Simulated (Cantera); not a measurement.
An isothermal, constant-pressure homogeneous reactor starts with C₂H₆ : N₂ = 1 : 4.1 (molar parts), at 1698 K and 0.0132 atm. Integrator tolerance rtol = 1e-08.

Cantera simulation using GRI-Mech 3.0 (53 species, 325 reactions); the numbers are that mechanism's predictions, not measurements. GRI-Mech 3.0 stops at C3 and has no aromatics, soot or wall deposition, so with more carbon than oxygen in the feed, carbon stays in small species such as C2H2 where larger ones or solid carbon would form. Radical loss at walls, strong at low pressure, is not modelled.

Task: What does this change do: N2 4.1 to 2.9 parts?

Result: 
```
quantity                                             before                                      after
-----------------  ----------------------------------------  -----------------------------------------
x(C₂H₆) at 7.00 s  8.05e-9 (gas-phase equilibrium 1.28e-10)   9.86e-9 (gas-phase equilibrium 2.45e-10)
x(C₂H) at 7.00 s    1.83e-6 (gas-phase equilibrium 1.07e-6)    2.01e-6 (gas-phase equilibrium 1.29e-6)
x(CH₄) at 7.00 s   0.000737 (gas-phase equilibrium 7.32e-5)  0.000893 (gas-phase equilibrium 0.000111)
x(H₂) at 7.00 s         0.280 (gas-phase equilibrium 0.281)        0.337 (gas-phase equilibrium 0.338)
x(C₂H₄) at 7.00 s   2.61e-5 (gas-phase equilibrium 1.50e-5)    3.77e-5 (gas-phase equilibrium 2.38e-5)
x(CH₃) at 7.00 s    3.51e-5 (gas-phase equilibrium 3.53e-6)    3.89e-5 (gas-phase equilibrium 4.87e-6)
x(HCN) at 7.00 s      1.05e-5 (gas-phase equilibrium 0.118)      8.00e-6 (gas-phase equilibrium 0.124)
```

Task: What does this change do: N2 4.1 to 2.8 parts?

Result: 
| quantity | before | after |
|---|---|---|
| x(C₂H₆) at 7.00 s | 8.05e-9 (gas-phase equilibrium 1.28e-10) | 1.01e-8 (gas-phase equilibrium 2.60e-10) |
| x(C₂H) at 7.00 s | 1.83e-6 (gas-phase equilibrium 1.07e-6) | 2.03e-6 (gas-phase equilibrium 1.31e-6) |
| x(CH₄) at 7.00 s | 0.000737 (gas-phase equilibrium 7.32e-5) | 0.000909 (gas-phase equilibrium 0.000115) |
| x(H₂) at 7.00 s | 0.280 (gas-phase equilibrium 0.281) | 0.343 (gas-phase equilibrium 0.344) |
| x(C₂H₄) at 7.00 s | 2.61e-5 (gas-phase equilibrium 1.50e-5) | 3.90e-5 (gas-phase equilibrium 2.48e-5) |
| x(CH₃) at 7.00 s | 3.51e-5 (gas-phase equilibrium 3.53e-6) | 3.92e-5 (gas-phase equilibrium 5.02e-6) |
| x(HCN) at 7.00 s | 1.05e-5 (gas-phase equilibrium 0.118) | 7.77e-6 (gas-phase equilibrium 0.124) |
